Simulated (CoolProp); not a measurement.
The fluid at 298.15 K and 0.0178 MPa is compressed adiabatically to 0.132 MPa with isentropic efficiency 1. The same conditions are run with several fluids, on thermodynamics alone (safety and materials aside).

Values from CoolProp's reference Helmholtz-energy equation of state of each fluid (n-perfluorohexane: Gao 2022; carbonyl sulfide: Lemmon 2006; n-pentane: Thol 2019; dimethyl ether: Wu 2011).

### Question
Rank n-perfluorohexane, carbonyl sulfide, n-pentane, dimethyl ether by work (kJ/kg), highest first.

### Answer
dimethyl ether (121), carbonyl sulfide (100), n-pentane (72.3), n-perfluorohexane (14.0)

| fluid | final temperature (K) | final phase | final density (kg/m³) |
|---|---|---|---|
| n-perfluorohexane | 338.3 | two-phase, vapour fraction 0.779 | 22.0 |
| carbonyl sulfide | 434.7 | gas | 2.20 |
| n-pentane | 341.7 | gas | 3.49 |
| dimethyl ether | 377.7 | gas | 1.96 |
